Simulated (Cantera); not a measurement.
Mixture: C₃H₈ : O₂ : N₂ = 1 : 5.49 : 20.7 (molar parts), equivalence ratio 0.91, at 810000 Pa, adiabatic and at constant volume. Ignition delay is the time to a rise of 400 K.

Cantera simulation using GRI-Mech 3.0 (53 species, 325 reactions); the numbers are that mechanism's predictions, not measurements. GRI-Mech 3.0 was tuned for natural gas; its chemistry of propane as a main component is partial and can be far from experiment.

What does this change do: constant pressure in place of constant volume?


| quantity | before | after |
|---|---|---|
| delay at 1050 K | 32.1 ms | 32.9 ms |
| delay at 1200 K | 1.83 ms | 1.93 ms |
| delay at 1350 K | 0.143 ms | 0.155 ms |
| delay at 1500 K | 20.5 µs | 22.8 µs |
| apparent activation energy between 1425 and 1575 K | 200 kJ/mol | 200 kJ/mol |

What does this change do: 1.6 parts CO2 added?


| quantity | before | after |
|---|---|---|
| delay at 1050 K | 32.1 ms | 33.8 ms |
| delay at 1200 K | 1.83 ms | 1.94 ms |
| delay at 1350 K | 0.143 ms | 0.151 ms |
| delay at 1500 K | 20.5 µs | 21.8 µs |
| apparent activation energy between 1425 and 1575 K | 200 kJ/mol | 200 kJ/mol |
